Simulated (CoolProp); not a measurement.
Vapour-liquid equilibrium of n-heptane (1) + ethylbenzene (2) at 367.7 K; x and y are mole fractions of (1).

The numbers come from the multi-fluid Helmholtz-energy mixture model, Span 2003 and Zhou 2012; pair parameters Bell 2016 in CoolProp.

Q: Give the bubble pressure and the first vapour's composition at x = 0.125, 0.425, 0.575. Is there an azeotrope?

A: x = 0.125: 0.3941 bar, y = 0.360; x = 0.425: 0.5972 bar, y = 0.702; x = 0.575: 0.6816 bar, y = 0.796. No azeotrope shows between x = 0.05 and 0.95.

Pair parameters are fitted to limited data, so mixtures are less certain than the pure fluids.
